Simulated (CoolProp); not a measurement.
Model: reference Helmholtz-energy equation of state, Setzmann 1991, in CoolProp.

Q: Give the vapour pressure (MPa), liquid density (kg/m³), enthalpy of vaporisation (kJ/kg), liquid cp (kJ/(kg K)) of saturated methane at -134.35 °C.

A: 
```tsv
T (°C)	p (MPa)	liquid density (kg/m³)	enthalpy of vaporisation (kJ/kg)	liquid cp (kJ/(kg K))
-134.35	0.602	379	449	3.79
```
